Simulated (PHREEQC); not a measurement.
TMAH is added in steps, without added water, to 1 kg of water holding 9.9 mmol/kgw CuSO4, 100 mmol/kgw H2SO4 and 1 mmol/kgw KCl, at 25 °C. Oxygen is held at 0.21 atm. No CO2 enters from the air. Solids allowed: Cu(OH)2, Brochantite, Antlerite, Atacamite, Chalcanthite. Others were left out.

Base run: PHREEQC, ion-association model, wateq4f.dat. Each further column changes one thing. The table gives HSO4- (mol/kgw).

| TMAH added (mol) | base | H2SO4 from 0.1 to 0.09 mol/kgw | 0.03 mol/kgw HF added | KCl replaced by SrCl2 at the same molality | no solid may form |
|---|---|---|---|---|---|
| 0 | 0.0847 | 0.0755 | 0.0847 | 0.0841 | 0.0847 |
| 0.025 | 0.0805 | … | 0.0806 | 0.0800 | 0.0805 |
| 0.05 | 0.0750 | 0.0653 | 0.0751 | 0.0746 | 0.0750 |
| 0.0625 | 0.0717 | 0.0617 | 0.0718 | 0.0713 | 0.0717 |
| 0.0875 | 0.0636 | 0.0530 | 0.0639 | 0.0633 | 0.0636 |
| 0.1125 | 0.0533 | 0.0418 | 0.0538 | 0.0531 | 0.0533 |
| 0.1375 | 0.0407 | 0.0281 | 0.0415 | 0.0405 | 0.0407 |
| 0.1625 | 0.0258 | 0.0122 | … | 0.0257 | 0.0258 |
| 0.1875 | 0.00898 | 3.86e-5 | … | 0.00897 | 0.00898 |
| 0.2 | 7.58e-5 | 2.57e-10 | … | 7.54e-5 | 1.72e-5 |
| 0.225 | 1.07e-11 | 2.01e-12 | 0.000568 | 1.06e-11 | 1.15e-11 |
| 0.25 | 1.81e-12 | … | … | 1.80e-12 | 2.04e-12 |

Problem. Fill in the missing entries.

Solution. 
- 0.025, H2SO4 from 0.1 to 0.09 mol/kgw: 0.0711
- 0.1625, 0.03 mol/kgw HF added: 0.0275
- 0.1875, 0.03 mol/kgw HF added: 0.0131
- 0.2, 0.03 mol/kgw HF added: 0.00706
- 0.25, H2SO4 from 0.1 to 0.09 mol/kgw: 9.96e-13
- 0.25, 0.03 mol/kgw HF added: 2.74e-10

(CH3)4N+ isn't in the database: it is added as a free cation with an ion size of 4 Å. The database's constant for dissolved Cu(OH)2 is higher than later reviews accept. wateq4f.dat counts part of the HF as a dimer, H2F2, which phreeqc.dat doesn't know; its constant is uncertain. In at least one series the solution becomes supersaturated in solids that the run did not let form, among them Cu(OH)2, Brochantite, Antlerite, Atacamite. Solids allowed in the column '0.03 mol/kgw HF added': Cu(OH)2, Brochantite, Antlerite, Atacamite, Chalcanthite, CuF2:2H2O. Solids allowed in the column 'KCl replaced by SrCl2 at the same molality': Celestite, Cu(OH)2, Brochantite, Antlerite, Atacamite, Chalcanthite.
